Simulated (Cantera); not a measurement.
Input: 1 mol B₂H₆, 1.9 mol NH₃, 160 mol H₂, held at 1200 °C and 13300 Pa.

These are equilibrium values from Cantera (NASA tables, ideal gas, pure condensed phases), not measurements of a reactor. Candidate condensed phases: B, BN; 15 gas species. The feed counts by its element totals alone. Mutual solubility and eutectic melting of coexisting phases are not modelled. Rates play no part.

Base state: H₂ 1.000, H 3.47e-5 (mole fractions); condensed: B(s) + BN(s).

What changes in the equilibrium state with this change: 0.22 mol Cl₂ added?


| species | before | after |
|---|---|---|
| H₂ | 1.000 | 0.997 |
| HCl | 0 | 0.00265 |
| H | 3.47e-5 | 3.47e-5 |
| B(s), mol | 0.0984 | 0.0982 |
| BN(s), mol | 1.90 | 1.90 |
Further candidate phases: NH₄Cl.
